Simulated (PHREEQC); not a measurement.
Make-up at 25 °C: 66 mmol/kgw HF, 3.4 mmol/kgw NaOH and 0.93 mmol/kgw LiCl. Closed to the air; pH follows from the charge balance.

Model: ion-association model, wateq4f.dat, run in PHREEQC.

Precipitation was switched off in this run.

Task: Predict the pH.

Result: pH 2.33.

Task: In which forms is F present?

Result: HF 69 %, H2F2 16 %, F- 11 %, HF2- 3.8 % of the F.

Complexes and solids missing from the database can't appear. wateq4f.dat counts part of the HF as a dimer, H2F2, which phreeqc.dat doesn't know; its constant is uncertain.
